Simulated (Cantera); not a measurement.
An isothermal, constant-pressure homogeneous reactor starts with CO : O2 : H2O : N2 = 0.021 : 0.077 : 0.0003 : 1 (molar parts), equivalence ratio 0.14, at 975 K and 100000 Pa. Integrator tolerance rtol = 1e-08.

Computed with Cantera and GRI-Mech 3.0 (53 species, 325 reactions).

Question: What does this change do: temperature 975 to 1025 K?

Answer: 
```json
[
 {"quantity": "x(CO) at 1.00 s", "before": "0.0191 (gas-phase equilibrium 2.00e-12)", "after": "0.0168 (gas-phase equilibrium 1.10e-11)"},
 {"quantity": "x(O2) at 1.00 s", "before": "0.0701 (gas-phase equilibrium 0.0611)", "after": "0.0690 (gas-phase equilibrium 0.0611)"},
 {"quantity": "x(H2O) at 1.00 s", "before": "0.000273 (gas-phase equilibrium 0.000276)", "after": "0.000271 (gas-phase equilibrium 0.000276)"},
 {"quantity": "x(N2O) at 1.00 s", "before": "3.74e-9 (gas-phase equilibrium 1.26e-9)", "after": "1.72e-7 (gas-phase equilibrium 2.08e-9)"},
 {"quantity": "x(H2) at 1.00 s", "before": "3.16e-8 (gas-phase equilibrium <1e-12)", "after": "1.99e-6 (gas-phase equilibrium <1e-12)"}
]
```
